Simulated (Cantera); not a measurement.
A closed system holds: 1 mol SiF4, 0.11 mol NO, a varied amount of H2, equilibrated at 1225 K and 7.50 Torr.

Cantera equilibrium calculation (NASA polynomials, part measured and part estimated; ideal gas, pure solids and liquids). Candidate condensed phases: H2O, Si, SiO2, Si2N2O, Si3N4; 58 gas species. The tables' values for SiF3 are old estimates; treat these amounts as uncertain. The tables hold silica as quartz up to 1696 K and as liquid above; real silica turns to tridymite and cristobalite and melts near 1996 K. Rates play no part.

**Question.** At 23 mol H2, list the 4 most abundant gas species with their mole fractions, and the condensed phases.

**Answer.** H2 0.949, SiF4 0.0389, HF 0.00938, N2 0.00228. Condensed: SiO2(β-quartz).
